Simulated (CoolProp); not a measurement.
Carbon dioxide along the isotherm 196.45 °C: Z from the reference equation and from simpler models built on Tc = 31.0 °C, pc = 7377 kPa, ω = 0.224; each cubic takes its own stable root.

Computed with CoolProp (reference Helmholtz-energy equation of state, Span 1996).

```tsv
p (kPa)	phase	reference
117	gas	0.9989
265	gas	0.9974
604	gas	0.9942
1370	gas	0.9868
3130	gas	0.9704
7120	gas	0.9356
16200	supercritical	0.8741
36900	supercritical	0.8796
```

Problem. How far does each simpler model (van der Waals, Redlich-Kwong) lie from the reference over these 8 states: mean and median of the absolute difference, and the worst?

Solution. 
- van der Waals: mean 2.0 %, median 0.8 %, worst -8.5 % at 196.45 °C and 16200 kPa
- Redlich-Kwong: mean 1.2 %, median 0.5 %, worst -3.5 % at 196.45 °C and 16200 kPa
